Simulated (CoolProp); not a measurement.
Model: reference Helmholtz-energy equation of state, Lemmon 2006, in CoolProp. It is a short technical equation, of lower accuracy than the large ones.

**Question.** Give the vapour pressure (kPa), vapour density (kg/m³), enthalpy of vaporisation (kJ/kg), liquid cp (kJ/(kg K)) of saturated nitrous oxide at 199.7, 218.3, 292.5 K.

**Answer.** 
```tsv
T (K)	p (kPa)	vapour density (kg/m³)	enthalpy of vaporisation (kJ/kg)	liquid cp (kJ/(kg K))
199.7	230	6.40	357	1.74
218.3	534	14.1	333	1.78
292.5	4980	155	173	3.14
```
